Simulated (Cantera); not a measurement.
A perfectly stirred reactor is fed with CH4 : H2 : H = 0.034 : 1 : 0.065 (molar parts), at 13300 Pa; it is held at 2000 K, and followed from long to short residence time.

Detailed kinetics in Cantera: GRI-Mech 3.0 (53 species, 325 reactions). GRI-Mech 3.0 stops at C3 and has no aromatics, soot or wall deposition, so with more carbon than oxygen in the feed, carbon stays in small species such as C2H2 where larger ones or solid carbon would form.

Problem. What does this change do: H2 1 to 0.33 parts?

Solution. 
```tsv
quantity	before	after
x(CH4) at τ = 2.20 s	0.00113	0.00178
x(H2) at τ = 2.20 s	0.979	0.955
x(H) at τ = 2.20 s	0.00454	0.00454
x(C2H6) at τ = 2.20 s	1.45e-8	3.70e-8
x(C2H) at τ = 2.20 s	1.28e-6	3.42e-6
x(CH4) at τ = 95.0 ms	0.00440	0.00665
x(H2) at τ = 95.0 ms	0.977	0.951
x(H) at τ = 95.0 ms	0.00517	0.00553
x(C2H6) at τ = 95.0 ms	2.51e-7	6.45e-7
x(C2H) at τ = 95.0 ms	1.29e-6	3.90e-6
```
